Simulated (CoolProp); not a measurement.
Vapour pressure (MPa) of ethanol: the reference equation beside estimates from Tc = 241.6 °C, pc = 6.268 MPa, ω = 0.644.

Computed with CoolProp (reference Helmholtz-energy equation of state, Schroeder 2014).

```tsv
T (°C)	reference	Lee-Kesler	Redlich-Kwong	Soave-Redlich-Kwong	Peng-Robinson
102.05	0.2404	0.2417	0.7646	0.2427	0.2469
107.15	0.2849	0.2863	0.8510	0.2877	0.2918
112.15	0.3349	0.3360	0.9421	0.3382	0.3419
117.25	0.3929	0.3936	1.042	0.3966	0.3999
122.25	0.4572	0.4574	1.147	0.4613	0.4641
127.25	0.5298	0.5289	1.259	0.5342	0.5362
132.35	0.6129	0.6106	1.381	0.6175	0.6186
137.35	0.7041	0.6999	1.508	0.7088	0.7087
142.45	0.8077	0.8012	1.646	0.8124	0.8110
147.45	0.9205	0.9112	1.789	0.9252	0.9222
152.45	1.045	1.032	1.941	1.050	1.045
157.55	1.185	1.169	2.104	1.190	1.183
162.55	1.336	1.315	2.273	1.341	1.332
167.65	1.505	1.479	2.455	1.509	1.498
172.65	1.686	1.655	2.643	1.690	1.677
```

Absolute difference from the reference over all 15 rows, mean and median: Lee-Kesler 0.8 and 0.6 %, Redlich-Kwong 122.8 and 114.2 %, Soave-Redlich-Kwong 0.7 and 0.7 %, Peng-Robinson 1.0 and 0.7 %.
